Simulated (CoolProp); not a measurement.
Vapour pressure (kPa) of ammonia: the reference equation beside estimates from Tc = 405.6 K, pc = 11360 kPa, ω = 0.256.

Values from CoolProp's reference Helmholtz-energy equation of state, Gao 2020.

```tsv
T (K)	reference	Lee-Kesler	van der Waals	Redlich-Kwong
262	277.3	272.5	1493	485.6
268	352.6	348.5	1687	599.2
274	443.1	440.1	1896	731.2
280	550.7	549.4	2122	883.4
286	677.6	678.4	2365	1057
292	826.0	829.3	2626	1255
297.9	995.0	1001	2899	1473
303.9	1193	1202	3196	1721
309.9	1419	1432	3511	1998
315.9	1677	1692	3846	2304
321.9	1968	1987	4200	2642
```

Absolute difference from the reference over all 11 rows, mean and median: Lee-Kesler 0.8 and 0.8 %, van der Waals 240.6 and 217.9 %, Redlich-Kwong 53.0 and 51.9 %.
